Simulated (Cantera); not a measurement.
An isothermal, constant-pressure homogeneous reactor starts with H2 : O2 : N2 = 0.025 : 1 : 0.16 (molar parts), equivalence ratio 0.013, at 1150 K and 0.0133 bar.

Computed with Cantera and GRI-Mech 3.0 (53 species, 325 reactions). Radical loss at walls, strong at low pressure, is not modelled.

Problem. Predict: x(H2) at 50.0 s; x(O2) at 50.0 s; x(NO) at 50.0 s; x(N2O) at 50.0 s; x(H2O) at 50.0 s.

Solution. 
```
Quantity                                             Value
----------------  ----------------------------------------
x(H2) at 50.0 s   6.53e-9 (gas-phase equilibrium 8.70e-10)
x(O2) at 50.0 s        0.842 (gas-phase equilibrium 0.842)
x(NO) at 50.0 s   3.80e-8 (gas-phase equilibrium 0.000110)
x(N2O) at 50.0 s  3.91e-9 (gas-phase equilibrium 3.83e-10)
x(H2O) at 50.0 s     0.0213 (gas-phase equilibrium 0.0213)
```
